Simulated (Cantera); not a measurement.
An isothermal, constant-pressure homogeneous reactor starts with N2O : O2 = 1 : 0.2 (molar parts), at 1300 K and 0.380 bar.

Cantera simulation using GRI-Mech 3.0 (53 species, 325 reactions); the numbers are that mechanism's predictions, not measurements. GRI-Mech 3.0 was tuned for natural gas; its chemistry of N2O as a main component is partial and can be far from experiment. The mechanism lacks the step 2 NO + O2 → 2 NO2, which can matter for NO2 below about 1400 K. The temperature is held fixed by assumption; the heat of reaction is taken as removed at once.

Q: Predict: x(N2O) at 30.0 s; x(O2) at 30.0 s; x(NO) at 30.0 s; x(O) at 30.0 s; x(NO2) at 30.0 s; x(N2) at 30.0 s.

A: 
- x(N2O) at 30.0 s: 1.44e-6 (gas-phase equilibrium 1.70e-8)
- x(O2) at 30.0 s: 0.375 (gas-phase equilibrium 0.412)
- x(NO) at 30.0 s: 0.0734 (gas-phase equilibrium 0.000481)
- x(O) at 30.0 s: 1.77e-7 (gas-phase equilibrium 1.85e-7)
- x(NO2) at 30.0 s: 0.000653 (gas-phase equilibrium 4.49e-6)
- x(N2) at 30.0 s: 0.551 (gas-phase equilibrium 0.588)
